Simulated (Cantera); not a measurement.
A freely propagating, adiabatic, planar premixed flame of H₂ : O₂ : N₂ = 1 : 0.769 : 2.89 (molar parts), equivalence ratio 0.65, unburnt at 673 K and 0.132 atm; mixture-averaged transport, grid criteria slope 0.08 and curve 0.16, no radiation.

Detailed kinetics in Cantera: the H2/O2 subset of GRI-Mech 3.0, which has no nitrogen chemistry. Burning velocities carry a grid error of a few per cent, more on coarse grids. Lean hydrogen flames are cellular in practice and burn faster than this planar one.

How do the results move with these cheaper or finer settings: unity-Lewis-number transport; multicomponent transport; multicomponent+Soret transport; grid criteria slope 0.5, curve 1; grid criteria slope 0.25, curve 0.5; grid criteria slope 0.03, curve 0.06?


```json
[
 {"setting": "as above", "laminar burning velocity": "619 cm/s", "thermal thickness": "7.06 mm", "peak x(O)": "0.0189", "peak x(HO₂)": "4.10e-5", "grid points": "123"},
 {"setting": "unity-Lewis-number transport", "laminar burning velocity": "386 cm/s", "thermal thickness": "4.63 mm", "peak x(O)": "0.0193", "peak x(HO₂)": "3.81e-5", "grid points": "136"},
 {"setting": "multicomponent transport", "laminar burning velocity": "611 cm/s", "thermal thickness": "7.01 mm", "peak x(O)": "0.0189", "peak x(HO₂)": "4.10e-5", "grid points": "123"},
 {"setting": "multicomponent+Soret transport", "laminar burning velocity": "589 cm/s", "thermal thickness": "6.97 mm", "peak x(O)": "0.0187", "peak x(HO₂)": "4.10e-5", "grid points": "123"},
 {"setting": "grid criteria slope 0.5, curve 1", "laminar burning velocity": "907 cm/s", "thermal thickness": "11.9 mm", "peak x(O)": "0.0189", "peak x(HO₂)": "3.84e-5", "grid points": "40"},
 {"setting": "grid criteria slope 0.25, curve 0.5", "laminar burning velocity": "719 cm/s", "thermal thickness": "8.48 mm", "peak x(O)": "0.0190", "peak x(HO₂)": "3.96e-5", "grid points": "66"},
 {"setting": "grid criteria slope 0.03, curve 0.06", "laminar burning velocity": "582 cm/s", "thermal thickness": "6.62 mm", "peak x(O)": "0.0187", "peak x(HO₂)": "4.12e-5", "grid points": "266"}
]
```
Unity Lewis numbers drop preferential diffusion, which matters most where H2 and H carry the flame; Soret adds thermal diffusion.
